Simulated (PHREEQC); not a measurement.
Reverse-osmosis permeate (model solution)

Synthetic water in mg/L, 20 °C, pH 6.76, pe -0.2:

| constituent | mg/L |
|---|---|
| Na | 0.672 |
| K | 0.183 |
| Ca | 2.68 |
| Mg | 2.34 |
| Cl | 8.06 |
| S(6) as SO4 | 4.42 |
| Alkalinity as HCO3 | 3.03 |
| N(-3) as NH4 | 0.0513 |
| Li | 0.0513 |
| Si as SiO2 | 0.403 |
| Br | 0.003 |

Valence states are taken as typed.

The numbers come from PHREEQC with the ion-association model, phreeqc.dat.

Each row changes one thing in this solution. No solid was allowed to form.

| case | CO2 (mol/kgw) | CO3-2 (mol/kgw) | NH3 (mol/kgw) | H3SiO4- (mol/kgw) | MgOH+ (mol/kgw) | HSO4- (mol/kgw) | SI of Quartz (SiO2) |
|---|---|---|---|---|---|---|---|
| as made | 2.02e-5 | 1.30e-8 | 6.32e-9 | 4.88e-9 | 1.16e-9 | 6.29e-10 | -1.12 |
| Br from 0.003 to 0.009 mg/L | 2.02e-5 | 1.30e-8 | 6.32e-9 | 4.88e-9 | 1.16e-9 | 6.29e-10 | -1.12 |
| temperature from 20 to 60 °C at the same typed pH | 1.61e-5 | 2.21e-8 | 7.96e-8 | 1.56e-8 | 3.06e-8 | 1.60e-9 | -1.66 |
| pH from 6.76 to 5.76 at the same alkalinity | 0.000209 | 1.35e-9 | 6.33e-10 | 4.89e-10 | 1.16e-10 | 6.29e-9 | -1.12 |

Complexes and solids missing from the database can't appear. At this temperature some constants are extrapolated from 25 °C, and those without enthalpy data are left unchanged.
